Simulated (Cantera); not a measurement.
A freely propagating, adiabatic, planar premixed flame of CH4 : C2H6 : C3H8 : O2 : N2 = 1 : 0.049 : 0.033 : 2.12 : 7.99 (molar parts), unburnt at 625 K and 195 Torr; mixture-averaged transport, grid criteria slope 0.08 and curve 0.16, no radiation.

Model: GRI-Mech 3.0 (53 species, 325 reactions), integrated in Cantera. Burning velocities carry a grid error of a few per cent, more on coarse grids.

x: mole fraction of selected species; z is measured from the peak of heat release.

| z (mm) | T (K) | u (m/s) | x CH4 | x C2H6 | x C3H8 | x OH | x H2O | x C2H |
|---|---|---|---|---|---|---|---|---|
| -3.08 | 625 | 1.82 | 0.0892 | 0.00437 | 0.00295 | <1e-8 | 1.80e-5 | <1e-8 |
| -2.05 | 626 | 1.82 | 0.0890 | 0.00436 | 0.00294 | <1e-8 | 0.000183 | <1e-8 |
| -1.54 | 631 | 1.84 | 0.0884 | 0.00435 | 0.00293 | 1.42e-7 | 0.000887 | <1e-8 |
| -1.03 | 671 | 1.97 | 0.0854 | 0.00432 | 0.00287 | 3.77e-6 | 0.00593 | <1e-8 |
| -0.513 | 1009 | 3.03 | 0.0645 | 0.00411 | 0.00193 | 6.73e-5 | 0.0417 | <1e-8 |
| -0.256 | (withheld) | 4.30 | (withheld) | (withheld) | (withheld) | (withheld) | (withheld) | (withheld) |
| 0 | 1785 | 5.53 | 0.0105 | 0.000162 | 1.18e-5 | 0.00284 | 0.126 | 9.46e-7 |
| 0.256 | 1958 | 6.09 | 0.00120 | 1.26e-6 | 1.16e-8 | 0.00699 | 0.149 | 9.93e-7 |
| 0.513 | 1998 | 6.20 | (withheld) | <1e-8 | <1e-8 | (withheld) | 0.156 | (withheld) |
| 1.03 | 2020 | 6.24 | 2.69e-7 | <1e-8 | <1e-8 | 0.0109 | 0.156 | <1e-8 |
| 2.05 | 2044 | 6.29 | <1e-8 | <1e-8 | <1e-8 | 0.0111 | 0.155 | <1e-8 |
| 4.10 | 2077 | 6.38 | <1e-8 | <1e-8 | <1e-8 | 0.0109 | 0.157 | <1e-8 |
| 8.20 | 2125 | 6.50 | <1e-8 | <1e-8 | <1e-8 | 0.0106 | 0.160 | <1e-8 |

Question: Complete the blanks.

Answer: 
- -0.256, T (K): 1406
- -0.256, x CH4: 0.0371
- -0.256, x C2H6: 0.00209
- -0.256, x C3H8: 0.000517
- -0.256, x OH: 0.000565
- -0.256, x H2O: 0.0834
- -0.256, x C2H: 3.18e-8
- 0.513, x CH4: 7.23e-5
- 0.513, x OH: 0.00972
- 0.513, x C2H: 1.08e-7
